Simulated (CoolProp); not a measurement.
Vapour-liquid equilibrium of C2F6 (R116) (1) + R143a (2) at 187.9 K; x and y are mole fractions of (1).

Model: multi-fluid Helmholtz-energy mixture model, Lemmon 2006 and Lemmon and Jacobsen 2000; pair parameters Bell 2016, in CoolProp.

```
x     bubble pressure (MPa)  y at the bubble point  dew pressure at overall composition x (MPa)  liquid density (mol/L)
----  ---------------------  ---------------------  -------------------------------------------  ----------------------
0.05                0.02288                  0.544                                      0.01141                   14.85
0.15                0.03986                  0.757                                      0.01271                   14.44
0.25                0.04994                  0.818                                      0.01433                   14.05
0.35                0.05564                  0.845                                      0.01643                   13.68
0.45                0.05882                  0.860                                      0.01923                   13.33
0.55                0.06074                  0.870                                      0.02317                   13.00
0.65                0.06225                  0.880                                      0.02911                   12.70
0.75                0.06381                  0.893                                      0.03893                   12.42
0.85                0.06559                  0.916                                      0.05663                   12.17
0.95                0.06730                  0.962                                      0.06701                   11.95
```

No azeotrope shows between x = 0.05 and 0.95.

The pair parameters rest on a limited set of measurements; away from them the model extrapolates. With so large a gap from Raoult's law the liquid may split in two, which this calculation doesn't test in full.
